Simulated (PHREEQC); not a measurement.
**Acid mine or pickling water**

Model water analysis in mg/L, 85 °C, pH 1.96, pe 12.7: Na 76.6; K 4.69; Ca 70.5; Mg 29.5; Cl 114; S(6) as SO4 1350; O(0) (dissolved oxygen) 0.682.

Valence states are taken as typed.

Computed with PHREEQC (ion-association model, wateq4f.dat).

The ionic strength is 0.0251 mol/kgw, the total alkalinity is -22.6 meq/kg and the charge-balance error is 1.6 %.

```csv
species,molality,activity,log γ
H+,0.0126,0.0110,-0.062
HSO4-,0.00987,0.00833,-0.074
Na+,0.00330,0.00279,-0.074
Cl-,0.00322,0.00270,-0.077
SO4-2,0.00322,0.00165,-0.290
Ca+2,0.00132,0.000686,-0.285
Mg+2,0.000701,0.000370,-0.278
MgSO4,0.000515,0.000518,0.003
```

Precipitation was switched off in this run. Complexes and solids missing from the database can't appear. At this temperature some constants are extrapolated from 25 °C, and those without enthalpy data are left unchanged.
